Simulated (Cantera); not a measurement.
A perfectly stirred reactor is fed with C2H6 : N2 = 1 : 1.6 (molar parts), at 0.000375 atm; it is held at 2000 K, and followed from long to short residence time.

Computed with Cantera and GRI-Mech 3.0 (53 species, 325 reactions). GRI-Mech 3.0 stops at C3 and has no aromatics, soot or wall deposition, so with more carbon than oxygen in the feed, carbon stays in small species such as C2H2 where larger ones or solid carbon would form. Radical loss at walls, strong at low pressure, is not modelled.

Question: What does this change do: C2H6 1 to 0.2 parts?

Answer: 
```
quantity                  before     after
----------------------  --------  --------
x(C2H6) at τ = 0.610 s  0.000333  0.000181
x(CH2) at τ = 0.610 s    9.79e-5   9.07e-5
x(H2) at τ = 0.610 s       0.381     0.156
x(C2H4) at τ = 0.610 s   0.00226   0.00124
x(C2H2) at τ = 0.610 s     0.200    0.0812
x(C2H6) at τ = 4.60 ms    0.0427    0.0201
x(CH2) at τ = 4.60 ms   0.000481  0.000384
x(H2) at τ = 4.60 ms       0.150    0.0466
x(C2H4) at τ = 4.60 ms    0.0629    0.0230
x(C2H2) at τ = 4.60 ms    0.0574    0.0142
```

Question: What does this change do: N2 1.6 to 10 parts?

Answer: 
```
quantity                  before     after
----------------------  --------  --------
x(C2H6) at τ = 0.610 s  0.000333  0.000159
x(CH2) at τ = 0.610 s    9.79e-5   8.75e-5
x(H2) at τ = 0.610 s       0.381     0.132
x(C2H4) at τ = 0.610 s   0.00226   0.00110
x(C2H2) at τ = 0.610 s     0.200    0.0685
x(C2H6) at τ = 4.60 ms    0.0427    0.0173
x(CH2) at τ = 4.60 ms   0.000481  0.000358
x(H2) at τ = 4.60 ms       0.150    0.0374
x(C2H4) at τ = 4.60 ms    0.0629    0.0190
x(C2H2) at τ = 4.60 ms    0.0574    0.0110
```
